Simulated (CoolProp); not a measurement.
The numbers come from the reference Helmholtz-energy equation of state, Lemmon 2006 in CoolProp. It is a short technical equation, of lower accuracy than the large ones.

Question: For hydrogen sulfide, give the phase and the cv (kJ/(kg K)) at 293.8 K and 129 kPa; 406.6 K and 129 kPa; 451.7 K and 129 kPa.

Answer: 
- 293.8 K and 129 kPa: gas; cv 0.762
- 406.6 K and 129 kPa: gas; cv 0.803
- 451.7 K and 129 kPa: gas; cv 0.825
